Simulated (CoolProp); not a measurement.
Properties of ammonia at several states.

Values from CoolProp's reference Helmholtz-energy equation of state, Gao 2020.

| T (°C) | p (bar) | phase | cp (kJ/(kg K)) | conductivity (mW/(m K)) | fugacity coefficient |
|---|---|---|---|---|---|
| -44.85 | 0.714 | liquid | 4.422 | 704 | 0.7549 |
| 254.85 | 1.13 | gas | 2.518 | 57.7 | 0.9986 |
| 232.15 | 2.03 | gas | 2.483 | 54.1 | 0.9971 |
| 297.85 | 0.244 | gas | 2.593 | 64.4 | 0.9998 |
| 88.55 | 0.178 | gas | 2.203 | 31.9 | 0.9991 |

Thermal conductivity comes from a separate model (Tufeu 1984).
